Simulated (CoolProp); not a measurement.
Vapour-liquid equilibrium of n-hexane (1) + dimethyl carbonate (2) at 311.9 K; x and y are mole fractions of (1).

Model: multi-fluid Helmholtz-energy mixture model, Thol 2019 and Zhou 2011; pair parameters Bell 2016, in CoolProp.

Question: Give the bubble pressure and the first vapour's composition at x = 0.05, 0.15, 0.35. Is there an azeotrope?

Answer: x = 0.05: 0.2277 bar, y = 0.403; x = 0.15: 0.3186 bar, y = 0.601; x = 0.35: 0.3702 bar, y = 0.682. y crosses x between x = 0.75 and 0.85: the model has an azeotrope there.

Pair parameters are fitted to limited data, so mixtures are less certain than the pure fluids. With so large a gap from Raoult's law the liquid may split in two, which this calculation doesn't test in full.
